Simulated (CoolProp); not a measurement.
The numbers come from the reference Helmholtz-energy equation of state, Gao 2022 in CoolProp.

**Question.** Give the vapour pressure (kPa), liquid density (kg/m³), vapour density (kg/m³) of saturated n-perfluoropentane at -7.65, 98.35 °C.

**Answer.** 
```tsv
T (°C)	p (kPa)	liquid density (kg/m³)	vapour density (kg/m³)
-7.65	20.7	1710	2.74
98.35	742	1310	91.6
```
